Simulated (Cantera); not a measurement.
**Diamond growth**

A diamond (100) surface in a fixed gas of H2 with x(CH4) = 0.0048, x(H) = 0.0019, at 1125 K, 25.5 Torr; coverages are run to steady state.

Cantera simulation using the Harris–Goodwin 1993 mechanism for the reconstructed diamond (100) surface; the numbers are that mechanism's predictions, not measurements.

| x(CH3) | growth (µm/h) | θ c6HH | θ c6H* | θ c6*H | θ c6** | θ c6HM |
|---|---|---|---|---|---|---|
| 1e-06 | 0.00917 | 0.499 | 0.0302 | 0.452 | 0.0192 | 4.98e-5 |
| 2.6e-06 | 0.0238 | 0.499 | 0.0302 | 0.452 | 0.0192 | 0.000129 |
| 6.9e-06 | 0.0632 | 0.499 | 0.0302 | 0.451 | 0.0192 | 0.000343 |
| 1.8e-05 | 0.165 | 0.498 | 0.0301 | 0.451 | 0.0191 | 0.000895 |
| 4.8e-05 | 0.437 | 0.497 | 0.0301 | 0.450 | 0.0190 | 0.00238 |
| 0.00013 | 1.17 | 0.494 | 0.0299 | 0.447 | 0.0187 | 0.00637 |
| 0.00033 | 2.90 | 0.487 | 0.0294 | 0.440 | 0.0180 | 0.0158 |
| 0.00088 | 7.22 | 0.469 | 0.0282 | 0.422 | 0.0162 | 0.0396 |
| 0.0023 | 16.2 | 0.431 | 0.0257 | 0.385 | 0.0129 | 0.0901 |
θ: site fractions in the mechanism's names (c6HH fully hydrogenated, c6H* and c6*H radical sites, c6** diradical, c6HM methylated).
